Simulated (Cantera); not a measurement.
Feed: 1 mol SiH4, 0.011 mol C2H2, 1600 mol H2, at 1850 K and 0.0130 bar.

These are equilibrium values from Cantera (NASA tables, ideal gas, pure condensed phases), not measurements of a reactor. Candidate condensed phases: C, C6H6, C7H8, C8H18, Si, SiC; 87 gas species. Gases not in the tables: Si2H6 and higher silanes. Equilibrium is a limit: real reactors are often held back by kinetics, nucleation or transport.

Base state: H2 0.995, H 0.00471, Si 0.000496, SiH 5.59e-5, SiH2 4.19e-5 (mole fractions); condensed: SiC(s).

What changes in the equilibrium state with this change: pressure from 0.0130 bar to 0.00150 bar?


```
species        before     after
-----------  --------  --------
H2              0.995     0.986
H             0.00471    0.0138
Si           0.000496  0.000581
SiH2          4.19e-5   5.62e-6
SiH           5.59e-5   2.22e-5
SiC(s), mol   0.00982         0
```

What changes in the equilibrium state with this change: pressure from 0.0130 bar to 1.00 bar?


| species | before | after |
|---|---|---|
| H2 | 0.995 | 0.999 |
| H | 0.00471 | 0.000539 |
| SiH2 | 4.19e-5 | 4.21e-5 |
| Si | 0.000496 | 6.45e-6 |
| CH4 | 2.54e-7 | 1.33e-5 |
| SiH | 5.59e-5 | 6.39e-6 |
| SiC(s), mol | 0.00982 | 0 |
| Si(l), mol | 0 | 0.909 |

What changes in the equilibrium state with this change: temperature from 1850 K to 1950 K?


```json
[
 {"species": "H2", "before": "0.995", "after": "0.989"},
 {"species": "H", "before": "0.00471", "after": "0.0100"},
 {"species": "Si", "before": "0.000496", "after": "0.000536"},
 {"species": "SiH2", "before": "4.19e-5", "after": "2.30e-5"},
 {"species": "SiH", "before": "5.59e-5", "after": "4.65e-5"},
 {"species": "SiC(s), mol", "before": "0.00982", "after": "0"}
]
```
